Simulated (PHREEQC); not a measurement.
A solution holds 1.6 mmol/kgw NaNO3, at 7.6 °C. It is in equilibrium with CO2 at log p = -1 (atm). Otherwise closed; pH follows from the charge balance.

All values are PHREEQC results (ion-association model, phreeqc.dat), not measurements.

```
quantity                   before    after
------------------------  -------  -------
pH                           4.36     2.81
ionic strength (mol/kgw)  0.00164  0.00160
HCO3- (mol/kgw)           4.55e-5  1.29e-6
```

Question: Which change was made?
A. NaNO3 replaced by NaBF4 at the same molality
B. NaNO3 replaced by NaHSO4 at the same molality
C. 0.0012 mol/kgw Na3PO4 added
D. NaNO3 from 0.0016 to 0.0032 mol/kgw
E. NaNO3 replaced by HNO3 at the same molality

Answer: E, NaNO3 replaced by HNO3 at the same molality

This is a speciation only: nothing precipitates in the calculation. Away from 25 °C the constants follow the database's enthalpies or fits; those with neither stay at their 25 °C values.
